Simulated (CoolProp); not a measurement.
Computed with CoolProp (reference Helmholtz-energy equation of state, Gao 2016).

Problem. Give the vapour pressure (MPa), vapour density (kg/m³), enthalpy of vaporisation (kJ/kg), liquid cp (kJ/(kg K)) of saturated sulfur dioxide at 339.2, 347.6, 415.1 K.

Solution. 
| T (K) | p (MPa) | vapour density (kg/m³) | enthalpy of vaporisation (kJ/kg) | liquid cp (kJ/(kg K)) |
|---|---|---|---|---|
| 339.2 | 1.29 | 34.5 | 309 | 1.49 |
| 347.6 | 1.58 | 42.4 | 297 | 1.53 |
| 415.1 | 6.08 | 215 | 150 | 3.21 |
